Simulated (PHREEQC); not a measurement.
1 kg of water holding 67 mmol/kgw MgSO4 and 61 mmol/kgw MgCl2 is evaporated at 40 °C; the solids stay in contact with the brine. The system is closed to CO2. The run lets Bischofite, Brucite, Epsomite, Hexahydrite, Kieserite, MgCl2_4H2O precipitate or redissolve, and no other solid.

Computed with PHREEQC (Pitzer model, pitzer.dat).

Task: Predict ionic strength, water activity, Mg in solution (mol/kgw) at water left (kg) = 0.8219, 0.5552, 0.1711, 0.1407, 0.03564.

Result: 
```tsv
water left (kg)	ionic strength	water activity	Mg in solution (mol/kgw)
0.8219	0.549	0.995	0.156
0.5552	0.812	0.993	0.231
0.1711	2.64	0.974	0.748
0.1407	3.21	0.967	0.910
0.03564	12.7	0.763	3.59
```

Species that the database lacks are ignored. Constants without temperature data keep their 25 °C values here.
